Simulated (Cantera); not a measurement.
Mixture: H₂ : O₂ : N₂ = 1 : 0.641 : 2.63 (molar parts), equivalence ratio 0.78, at 5.00 bar, adiabatic and at constant volume. Ignition delay is the time to a rise of 400 K.

Detailed kinetics in Cantera: the H2/O2 subset of GRI-Mech 3.0, which has no nitrogen chemistry. The hydrogen kinetics of GRI-Mech 3.0 are dated; newer H2 mechanisms differ, most at raised pressure. Below about 950 K walls govern HO2 and H2O2 in real vessels.

**Question.** At T0 = 1075 K, what is the delay, and which 8 reactions control it most (d ln τ / d ln k, from doubling and halving each rate constant)?

**Answer.** The delay is 1.33 ms.
| reaction | d ln τ / d ln k | faster rate |
|---|---|---|
| H + O2 <=> O + OH | -3.16 | shortens it |
| H + O2 + N2 <=> HO2 + N2 | 1.25 | lengthens it |
| H + O2 + M <=> HO2 + M | 0.66 | lengthens it |
| H + H2O2 <=> H2 + HO2 | -0.50 | shortens it |
| 2 OH (+M) <=> H2O2 (+M) | -0.39 | shortens it |
| H + HO2 <=> 2 OH | -0.25 | shortens it |
| H + O2 + O2 <=> HO2 + O2 | 0.23 | lengthens it |
| H + HO2 <=> H2 + O2 | 0.06 | lengthens it |
